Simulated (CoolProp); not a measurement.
Vapour pressure (kPa) of toluene: the reference equation beside estimates from Tc = 318.6 °C, pc = 4126 kPa, ω = 0.266. Clausius-Clapeyron is anchored at 183.05 °C with a constant enthalpy of vaporisation of 28.22 kJ/mol.

Computed with CoolProp (reference Helmholtz-energy equation of state, Lemmon 2006). It is a short technical equation, of lower accuracy than the large ones.

| T (°C) | reference | Lee-Kesler | Clausius-Clapeyron | van der Waals | Soave-Redlich-Kwong | Peng-Robinson |
|---|---|---|---|---|---|---|
| 174.75 | 466.3 | ? | 478.0 | 1218 | ? | 465.7 |
| 178.95 | ? | 511.1 | 512.8 | 1274 | 511.8 | ? |
| 183.05 | 548.6 | 553.6 | 548.6 | 1330 | 554.7 | 548.5 |
| 187.15 | 593.1 | 598.7 | 586.2 | 1388 | 600.3 | 593.3 |
| 191.35 | 641.4 | 647.7 | 626.6 | 1448 | 649.8 | 642.0 |
| 195.45 | 691.3 | 698.3 | 668.0 | 1509 | 701.1 | 692.4 |
| 199.65 | 745.5 | 753.1 | 712.4 | 1573 | 756.6 | 747.0 |
| 203.75 | 801.3 | ? | ? | 1637 | 814.0 | 803.5 |
| 207.95 | 861.7 | 870.7 | 806.3 | 1704 | 876.0 | 864.6 |
| 212.05 | 923.9 | 933.6 | 855.9 | 1771 | 939.9 | 927.5 |
| 216.25 | 991.0 | 1001 | 908.8 | 1842 | ? | 995.5 |

Complete the blanks.


- 174.75, Lee-Kesler: 470.1
- 174.75, Soave-Redlich-Kwong: 470.5
- 178.95, reference: 506.7
- 178.95, Peng-Robinson: 506.3
- 203.75, Lee-Kesler: 809.7
- 203.75, Clausius-Clapeyron: 757.8
- 216.25, Soave-Redlich-Kwong: 1009

Absolute difference from the reference over all 11 rows, mean and median: Lee-Kesler 1.0 and 1.0 %, Clausius-Clapeyron 3.9 and 3.4 %, van der Waals 120.3 and 118.3 %, Soave-Redlich-Kwong 1.4 and 1.4 %, Peng-Robinson 0.2 and 0.2 %.
